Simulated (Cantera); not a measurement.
Input: 1 mol trisilylamine, 0.2 mol N₂, 0.32 mol NH₃, at 1850 K.

Cantera equilibrium calculation (NASA polynomials, part measured and part estimated; ideal gas, pure solids and liquids). Candidate condensed phases: Si, Si₃N₄; 18 gas species. The feed counts by its element totals alone. Mutual solubility and eutectic melting of coexisting phases are not modelled. Gases not in the tables: Si₂H₆ and higher silanes. The numbers say what is thermodynamically allowed, not how fast it happens.

Question: Which condensed phases are stable at each of these points (P (Pa)): 5, 21, 85, 350, 1400, 5900, 24000, 100000?

Answer: 
```csv
P (Pa),condensed phases,Si condensed (%)
5,Si(l),69.2
21,Si(l),93.5
85,Si(l),98.4
350,Si(l),99.6
1400,Si(l),99.9
5900,Si(l),100.0
24000,Si(l) + Si₃N₄(s),100.0
100000,Si(l) + Si₃N₄(s),100.0
```

From 5.00e-5 bar to 0.0590 bar the condensed part is Si(l). From 0.240 bar to 1.00 bar the condensed part is Si(l) + Si₃N₄(s).
